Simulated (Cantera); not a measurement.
Cantera run:

```python
import numpy as np
import cantera as ct

gas_names = """
    H2O2 O3 HCL CL2
""".split()
cond_names = """
    BaO(s) BaO(L) BaO2H2(s) BaO2H2(L) Ba(cr) Ba(L)
""".split()


# ... load() reads the species with a 1 bar reference pressure and builds the phases ...
species = {s.name: s for s in load("nasa_gas.yaml", gas_names) + load("nasa_condensed.yaml", cond_names)}
# Each term lists the table entries of one substance; the one whose range holds T is used.
reactions = {
    '3 H2O2(g) + 3 BaO = O3(g) + 3 Ba(OH)2':
        [(-3, ['H2O2']), (-3, ['BaO(s)', 'BaO(L)']), (1, ['O3']), (3, ['BaO2H2(s)', 'BaO2H2(L)'])],
    '2 BaO + 2 HCl(g) = Ba(OH)2 + Ba + Cl2(g)':
        [(-2, ['BaO(s)', 'BaO(L)']), (-2, ['HCL']), (1, ['BaO2H2(s)', 'BaO2H2(L)']), (1, ['Ba(cr)', 'Ba(L)']), (1, ['CL2'])],
}


def pick(names, T):
    return next(species[n] for n in names if species[n].thermo.min_temp <= T <= species[n].thermo.max_temp)


results = []
for label, terms in reactions.items():
    print(label)
    print("     T/K   dH/kJ  dS/(J/K)   dG/kJ   log10 K")
    for T in [850, 875, 900, 925, 950, 975, 1000, 1025, 1050, 1075, 1100]:
        used = [(nu, pick(names, T)) for nu, names in terms]
        dH = sum(nu * s.thermo.h(T) for nu, s in used) / 1e6
        dS = sum(nu * s.thermo.s(T) for nu, s in used) / 1e3
        dG = dH - T * dS / 1e3
        logK = -dG * 1e6 / (ct.gas_constant * T * np.log(10))
        results.append((label, T, dH, dS, dG, logK, [s.name for _, s in used]))
        print(f"{T:8g} {dH:8.1f} {dS:8.1f} {dG:8.1f} {logK:8.2f}")
```

Result:

```
3 H2O2(g) + 3 BaO = O3(g) + 3 Ba(OH)2
     T/K   dH/kJ  dS/(J/K)   dG/kJ   log10 K
     850   -534.2   -178.2   -382.7    23.52
     875   -530.9   -174.4   -378.3    22.58
     900   -527.7   -170.8   -373.9    21.70
     925   -524.5   -167.3   -369.7    20.88
     950   -521.4   -164.0   -365.6    20.10
     975   -518.3   -160.8   -361.5    19.37
    1000   -515.3   -157.8   -357.5    18.68
    1025   -512.3   -154.8   -353.6    18.02
    1050   -509.4   -152.0   -349.8    17.40
    1075   -506.5   -149.3   -346.0    16.81
    1100   -503.7   -146.7   -342.3    16.26
2 BaO + 2 HCl(g) = Ba(OH)2 + Ba + Cl2(g)
     T/K   dH/kJ  dS/(J/K)   dG/kJ   log10 K
     850    367.2    -73.6    429.8   -26.41
     875    368.3    -72.3    431.6   -25.76
     900    369.3    -71.2    433.4   -25.15
     925    370.4    -70.0    435.1   -24.57
     950    371.4    -68.9    436.9   -24.02
     975    372.4    -67.8    438.6   -23.50
    1000    373.5    -66.8    440.3   -23.00
    1025    382.3    -57.9    441.7   -22.51
    1050    383.3    -57.0    443.2   -22.05
    1075    384.3    -56.1    444.6   -21.60
    1100    385.3    -55.2    446.0   -21.18
```

Cantera with NASA thermochemical tables; ideal gases at 1 bar, condensed phases pure. Condensed species are held in their standard states even where they would react or evaporate.
